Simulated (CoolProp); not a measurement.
Vapour-liquid equilibrium of CH3F (R41) (1) + chloromethane (R40) (2) at 0.631 MPa; x and y are mole fractions of (1).

Computed with CoolProp (multi-fluid Helmholtz-energy mixture model, Lemmon 2006 and Thol 2014; pair parameters Bell 2016).

### Question
Give the bubble temperature and the first vapour's composition at x = 0.15, 0.45, 0.65. Is there an azeotrope?

### Answer
x = 0.15: 279.5 K, y = 0.532; x = 0.45: 255.1 K, y = 0.862; x = 0.65: 246.3 K, y = 0.933. No azeotrope shows between x = 0.05 and 0.95.

Pair parameters are fitted to limited data, so mixtures are less certain than the pure fluids. The gap from Raoult's law changes sign with composition, which may be real or a fault of the pair parameters; it wasn't checked against measurements.
